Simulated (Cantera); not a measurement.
Charge: 1 mol Ta2O5, 3.2 mol CO, held at 2100 °C and 0.0800 bar.

Equilibrium computed with Cantera from the NASA thermochemical tables; the gas is ideal and each condensed phase is pure. Candidate condensed phases: C, Ta, TaC, Ta2O5; 15 gas species. The numbers say what is thermodynamically allowed, not how fast it happens.

Problem. What is the equilibrium state?

Solution. 
- x(CO) = 0.997
- x(TaO2) = 0.00175
- x(CO2) = 0.00133
- x(TaO) = 0.000304
- x(O) = 2.26e-6
- n(Ta2O5(l)) = 0.997 mol
- gas amount = 3.207 mol
- log10 activity of Ta(s) (absent) = -0.31
- log10 activity of TaC(s) (absent) = -0.68
- log10 activity of C(graphite) (absent) = -3.46
